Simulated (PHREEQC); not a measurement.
Make-up at 70 °C: 21 mmol/kgw Cd(NO3)2, 0.22 mmol/kgw K2SO4 and 3.4 mmol/kgw Fe(NO3)3. Closed to the air; pH follows from the charge balance.

Equilibrium calculation in PHREEQC: ion-association model, phreeqc.dat.

Precipitation was switched off in this run.

### Question
What pH does the model give?

### Answer
pH 2.52.

### Question
In which forms is S present?

### Answer
CdSO4 35 %, SO4-2 34 %, FeSO4+ 16 %, HSO4- 15 % of the S.

Examples of supersaturated solids here: Jarosite-K, Hematite (slow to form). Others may be too. Species that the database lacks are ignored. Constants without temperature data keep their 25 °C values here.
